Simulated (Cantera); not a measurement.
Input: 1 mol CH3SiH3, 1.7 mol H2, at 2048 K and 910 Pa.

Method: chemical equilibrium by Gibbs-energy minimisation in Cantera with the NASA 1993 tables (ideal gas, pure condensed phases). Candidate condensed phases: C, C6H6, C7H8, C8H18, Si, SiC; 87 gas species. The feed counts by its element totals alone. Gases not in the tables: Si2H6 and higher silanes. The numbers say what is thermodynamically allowed, not how fast it happens.

Task: What is the equilibrium state?

Result: 
| Quantity | Value |
|---|---|
| x(H2) | 0.975 |
| x(H) | 0.0232 |
| x(Si) | 0.000821 |
| x(C2H2 (acetylene)) | 0.000444 |
| x(SiH) | 4.70e-5 |
| x(Si2C) | 2.74e-5 |
| x(SiC2) | 1.84e-5 |
| x(SiH2) | 1.34e-5 |
| x(CH4) | 2.14e-6 |
| n(SiC(s)) | 0.995 mol |
| gas amount | 4.759 mol |
| log10 activity of C(graphite) (absent) | -0.18 |
| log10 activity of Si(l) (absent) | -1.00 |
